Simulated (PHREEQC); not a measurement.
Make-up at 15 °C: 0.22 mol/kgw H2SO4, 0.024 mol/kgw ZnSO4 and 0.061 mol/kgw Na2SO4. Closed to the air; pH follows from the charge balance.

Model: ion-association model, phreeqc.dat, run in PHREEQC.

Question: The ionic strength comes out as 0.428 mol/kgw. What activity coefficients do Na+, NaSO4-, Zn+2, HSO4-, Zn(SO4)2-2 get?

Answer: Na+ 0.72, NaSO4- 0.70, Zn+2 0.23, HSO4- 0.73, Zn(SO4)2-2 0.29.

This is a speciation only: nothing precipitates in the calculation.
